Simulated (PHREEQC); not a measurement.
Dissolve 0.29 mol NaHSO4 and 0.35 mol K2HPO4 per kg of water at 25 °C. It is in equilibrium with CO2 at log p = -3.4 (atm). Otherwise closed; pH follows from the charge balance.

Computed with PHREEQC (ion-association model, phreeqc.dat).

Precipitation was switched off in this run.

Task: Predict the pH, activity of water.

Result: pH 5.83; activity of water 0.975.

Task: In which forms is S present?

Result: SO4-2 56 %, KSO4- 32 %, NaSO4- 12 % of the S.

Ionic strength above about 0.7 mol/kgw puts this run outside the model's range. Species that the database lacks are ignored.
